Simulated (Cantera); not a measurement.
What does this Cantera script print?

```python
import numpy as np
import cantera as ct

gas_names = """
    AL ALH ALO ALOH ALO2 ALO2H AL2 AL2O AL2O2 H HALO HO2 H2 H2O H2O2 O OH O2 O3
""".split()
cond_names = """
    AL(cr) AL(L) AL2O3(a) AL2O3(L) H2O(s) H2O(L)
""".split()


# ... load() reads the species with a 1 bar reference pressure and builds the phases ...
atoms = {
    'Al2O3': {'AL': 2, 'O': 3},
    'H2': {'H': 2},
}
top_T = {}  # K; cautious upper limits of use, not melting points


# ... equilibrate(T, P, feed) seeds the gas with the atoms and calls Mixture.equilibrate('TP', solver="vcs", rtol=1e-11, max_steps=5000) ...
results = []
feed = {'Al2O3': 1, 'H2': 64}  # mol
T = 1750  # K
P = 101325  # Pa
mix = equilibrate(T, P, feed)
results.append((T, P, feed, dict(zip(mix.species_names, mix.species_moles))))
print(gas.report(threshold=1e-06))
for i in range(1, mix.n_phases):
    print(f"{mix.phase(i).name:16s} {mix.phase_moles(i):12.5e} mol")
```

It prints:

```
       temperature   1750 K
          pressure   1.0133e+05 Pa
           density   0.014039 kg/m^3
  mean mol. weight   2.016 kg/kmol
   phase of matter   gas

                          1 kg             1 kmol
                     ---------------   ---------------
          enthalpy        2.2118e+07        4.4591e+07  J
   internal energy        1.4901e+07        3.0041e+07  J
           entropy             91198        1.8386e+05  J/K
    Gibbs function       -1.3748e+08       -2.7716e+08  J
 heat capacity c_p             16525             33315  J/K
 heat capacity c_v             12401             25000  J/K

                      mass frac. Y      mole frac. X     chem. pot. / RT
                     ---------------   ---------------   ---------------
                AL        3.4611e-05        2.5861e-06           -12.359
               ALH        1.8908e-05        1.3619e-06           -21.884
                 H        0.00011551        0.00023102           -9.5252
                H2           0.99973           0.99976            -19.05
               H2O        6.6639e-05        7.4575e-06           -55.313
     [  +14 minor]        3.0413e-05        9.8285e-07

AL(L)             0.00000e+00 mol
AL2O3(a)          9.99820e-01 mol
```

Method: chemical equilibrium by Gibbs-energy minimisation in Cantera with the NASA 1993 tables (ideal gas, pure condensed phases).
